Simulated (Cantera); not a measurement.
Input: 1 mol PbS, a varied amount of H2, held at 1150 K and 0.133 bar.

Equilibrium computed with Cantera from the NASA thermochemical tables; the gas is ideal and each condensed phase is pure. Candidate condensed phases: Pb, PbS, S; 10 gas species. Mutual solubility and eutectic melting of coexisting phases are not modelled. Kinetics and transport are ignored.

**Question.** Which condensed phases are stable at each of these points (n(H2) (mol)): 2.6, 4.4, 6.2, 8.1, 9.9, 12, 14, 15, 17, 19, 21, 23, 24?

**Answer.** 
```
n(H2) (mol)  condensed phases  Pb condensed (%)
-----------  ----------------  ----------------
2.6            Pb(l) + PbS(s)              94.1
4.4            Pb(l) + PbS(s)              90.0
6.2            Pb(l) + PbS(s)              86.0
8.1            Pb(l) + PbS(s)              81.7
9.9            Pb(l) + PbS(s)              77.6
12             Pb(l) + PbS(s)              72.8
14                      Pb(l)              68.5
15                      Pb(l)              68.3
17                      Pb(l)              68.1
19                      Pb(l)              67.8
21                      Pb(l)              67.4
23                      Pb(l)              67.1
24                      Pb(l)              66.9
```

From 2.6 mol H2 to 12 mol H2 the condensed part is Pb(l) + PbS(s). From 14 mol H2 to 24 mol H2 the condensed part is Pb(l).
